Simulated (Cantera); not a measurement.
Input: 1 mol SiH₂Cl₂, 0.18 mol Cl₂, 15 mol N₂, held at 1330 Pa.

Cantera equilibrium calculation (NASA polynomials, part measured and part estimated; ideal gas, pure solids and liquids). Candidate condensed phases: NH₄Cl, Si, Si₃N₄; 28 gas species. N₂ is the only nitrogen source here; it is nearly inert below about 1500 K, so the nitride shown seldom forms there in practice. The tables' values for SiCl₃ are old estimates; treat these amounts as uncertain. Rates play no part.

x: gas mole fraction; n: condensed amount in mol.

```json
[
 {"T (°C)": "800", "x N₂": "0.881", "x HCl": "0.0888", "x SiCl₂": "8.89e-6", "x H₂": "0.0164", "x SiCl₄": "0.0136", "x SiCl₃": "8.69e-5", "x Cl": "7.60e-8", "n Si₃N₄(s)": "0.258"},
 {"T (°C)": "850", "x N₂": "0.881", "x HCl": "0.0900", "x SiCl₂": "3.56e-5", "x H₂": "0.0158", "x SiCl₄": "0.0132", "x SiCl₃": "0.000194", "x Cl": "2.35e-7", "n Si₃N₄(s)": "0.260"},
 {"T (°C)": "900", "x N₂": "0.880", "x HCl": "0.0910", "x SiCl₂": "0.000126", "x H₂": "0.0153", "x SiCl₄": "0.0127", "x SiCl₃": "0.000403", "x Cl": "6.57e-7", "n Si₃N₄(s)": "0.260"},
 {"T (°C)": "950", "x N₂": "0.880", "x HCl": "0.0917", "x SiCl₂": "0.000396", "x H₂": "0.0149", "x SiCl₄": "0.0121", "x SiCl₃": "0.000775", "x Cl": "1.69e-6", "n Si₃N₄(s)": "0.260"},
 {"T (°C)": "1000", "x N₂": "0.880", "x HCl": "0.0920", "x SiCl₂": "0.00112", "x H₂": "0.0147", "x SiCl₄": "0.0112", "x SiCl₃": "0.00138", "x Cl": "3.98e-6", "n Si₃N₄(s)": "0.258"},
 {"T (°C)": "1050", "x N₂": "0.879", "x HCl": "0.0916", "x SiCl₂": "0.00281", "x H₂": "0.0148", "x SiCl₄": "0.00971", "x SiCl₃": "0.00224", "x Cl": "8.68e-6", "n Si₃N₄(s)": "0.252"},
 {"T (°C)": "1100", "x N₂": "0.877", "x HCl": "0.0901", "x SiCl₂": "0.00623", "x H₂": "0.0154", "x SiCl₄": "0.00756", "x SiCl₃": "0.00319", "x Cl": "1.74e-5", "n Si₃N₄(s)": "0.239"},
 {"T (°C)": "1150", "x N₂": "0.876", "x HCl": "0.0867", "x SiCl₂": "0.0118", "x H₂": "0.0168", "x SiCl₄": "0.00495", "x SiCl₃": "0.00385", "x Cl": "3.16e-5", "n Si₃N₄(s)": "0.219"},
 {"T (°C)": "1200", "x N₂": "0.874", "x HCl": "0.0810", "x SiCl₂": "(withheld)", "x H₂": "(withheld)", "x SiCl₄": "(withheld)", "x SiCl₃": "0.00381", "x Cl": "(withheld)", "n Si₃N₄(s)": "(withheld)"},
 {"T (°C)": "1250", "x N₂": "0.873", "x HCl": "(withheld)", "x SiCl₂": "(withheld)", "x H₂": "(withheld)", "x SiCl₄": "(withheld)", "x SiCl₃": "0.00318", "x Cl": "(withheld)", "n Si₃N₄(s)": "(withheld)"},
 {"T (°C)": "1300", "x N₂": "0.873", "x HCl": "0.0644", "x SiCl₂": "0.0331", "x H₂": "0.0270", "x SiCl₄": "0.000453", "x SiCl₃": "0.00239", "x Cl": "0.000110", "n Si₃N₄(s)": "0.131"}
]
```

### Question
What belongs in the gaps?

### Answer

- 1250, x HCl: 0.0733
- 1250, x SiCl₂: 0.0264
- 1250, x H₂: 0.0228
- 1250, x SiCl₄: 0.00115
- 1250, x Cl: 7.79e-5
- 1250, n Si₃N₄(s): 0.161
- 1200, x SiCl₂: 0.0190
- 1200, x H₂: 0.0193
- 1200, x SiCl₄: 0.00261
- 1200, x Cl: 5.18e-5
- 1200, n Si₃N₄(s): 0.191
